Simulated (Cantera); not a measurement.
A Cantera script and its output.

```python
import numpy as np
import cantera as ct

surf = ct.Interface("ptcombust.yaml", "Pt_surf")
gas = surf.adjacent["gas"]
gas.TPX = 300, 2900, {'H2': 0.016, 'O2': 0.11, 'N2': 0.79}
jet = ct.ImpingingJet(gas=gas, width=0.023, surface=surf)
jet.inlet.mdot, jet.inlet.T, jet.inlet.X = 0.17, 300, {'H2': 0.016, 'O2': 0.11, 'N2': 0.79}
jet.set_refine_criteria(ratio=10, slope=0.2, curve=0.3)
show, cover = ['H2', 'O2', 'H2O', 'OH'], ["PT(S)", "H(S)", "O(S)", "OH(S)", "CO(S)", "C(S)"]

rows = []
print(f"{'Ts/K':>7s}" + "".join(f"{s:>11s}" for s in show + cover) + "   (gas at the wall, coverages)")
for i, Ts in enumerate([700, 750, 800, 850, 900, 950, 1000]):
    jet.surface.T = Ts
    if i == 0:
        surf.TP = Ts, 2900
        surf.coverages = "PT(S):0.5, O(S):0.5"
        surf.advance_coverages(1.0)
        jet.set_initial_guess(products="inlet")
    jet.solve(loglevel=0, auto=(i == 0))
    rows.append([*(jet.X[gas.species_index(s), -1] for s in show), *surf[cover].coverages])
    print(f"{Ts:7g}" + "".join(f"{x:11.3e}" for x in rows[-1]))
```

It prints:

```
   Ts/K         H2         O2        H2O         OH      PT(S)       H(S)       O(S)      OH(S)      CO(S)       C(S)   (gas at the wall, coverages)
    700  5.750e-03  1.075e-01  2.263e-02  1.377e-10  1.017e-01  3.679e-09  8.967e-01  1.590e-03  1.512e-23  1.228e-26
    750  5.299e-03  1.071e-01  2.334e-02  8.787e-10  1.191e-01  6.995e-09  8.797e-01  1.253e-03  6.177e-17  5.657e-27
    800  4.489e-03  1.063e-01  2.474e-02  4.215e-09  1.552e-01  1.565e-08  8.437e-01  1.078e-03  4.025e-17  8.783e-26
    850  3.676e-03  1.054e-01  2.614e-02  1.610e-08  2.081e-01  3.610e-08  7.910e-01  9.593e-04  2.802e-17  1.542e-26
    900  3.042e-03  1.048e-01  2.721e-02  5.149e-08  2.715e-01  7.804e-08  7.277e-01  8.520e-04  1.255e-18  4.726e-28
    950  2.583e-03  1.044e-01  2.795e-02  1.452e-07  3.398e-01  1.544e-07  6.594e-01  7.488e-04  1.517e-16  7.752e-27
   1000  2.253e-03  1.041e-01  2.845e-02  3.661e-07  4.099e-01  2.822e-07  5.895e-01  6.519e-04  1.466e-17  8.489e-26
```

Model: Deutschmann's 1995 Pt surface mechanism with GRI-Mech 3.0 gas chemistry, integrated in Cantera. Catalytic surfaces can have several steady states; this one follows from the mechanism file's or the stated starting coverage.
